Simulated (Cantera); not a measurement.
What does this Cantera script print?

```python
import numpy as np
import cantera as ct

gas_names = """
    H HO2 H2 H2O H2O2 O OH O2 O3 Pb PbO Pb2
""".split()
cond_names = """
    H2O(s) H2O(L) Pb(cr) Pb(L) PbO(rd) PbO(yw) PbO(L) PbO2(s) Pb3O4(s)
""".split()


# ... load() reads the species with a 1 bar reference pressure and builds the phases ...
atoms = {
    'PbO': {'Pb': 1, 'O': 1},
    'H2': {'H': 2},
}
top_T = {'Pb3O4(s)': 820}  # K; cautious upper limits of use, not melting points


# ... equilibrate(T, P, feed) seeds the gas with the atoms and calls Mixture.equilibrate('TP', solver="vcs", rtol=1e-11, max_steps=5000) ...
results = []
T = 998  # K
P = 65  # Pa
for m in [350, 580, 810, 1000, 1300, 1500, 1700, 2000, 2200, 2500, 2700, 2900]:
    feed = {'PbO': 1, 'H2': m}  # mol
    mix = equilibrate(T, P, feed)
    results.append((T, P, feed, dict(zip(mix.species_names, mix.species_moles))))

top = {s: max(r[3][s] / sum(r[3][g] for g in gas_names) for r in results) for s in gas_names}
cols = sorted((s for s in top if top[s] > 0.0001), key=lambda s: -top[s])[:5]
seen = [c for c in cond_names if any(r[3].get(c, 0) > 1e-12 for r in results)]
print("log10 of partial pressures in bar; condensed amounts in mol")
print(f"{'n(H2)':>10s}" + "".join(f"{s[:9]:>10s}" for s in cols + seen))
for T, P, feed, n in results:
    ng = sum(n[g] for g in gas_names)
    print(f"{feed['H2']:10.4g}" + "".join(f"{np.log10(max(n[s] / ng * P / 1e5, 1e-99)):10.3f}" for s in cols)
          + "".join(f"{n.get(c, 0):10.4g}" for c in seen))
```

Result:

```
log10 of partial pressures in bar; condensed amounts in mol
     n(H2)        H2       H2O        Pb
       350    -3.190    -5.732    -5.732
       580    -3.189    -5.951    -5.951
       810    -3.188    -6.096    -6.096
      1000    -3.188    -6.188    -6.188
      1300    -3.188    -6.301    -6.301
      1500    -3.188    -6.363    -6.363
      1700    -3.188    -6.418    -6.418
      2000    -3.188    -6.488    -6.488
      2200    -3.187    -6.530    -6.530
      2500    -3.187    -6.585    -6.585
      2700    -3.187    -6.619    -6.619
      2900    -3.187    -6.650    -6.650
```

Equilibrium computed with Cantera from the NASA thermochemical tables; the gas is ideal and each condensed phase is pure.
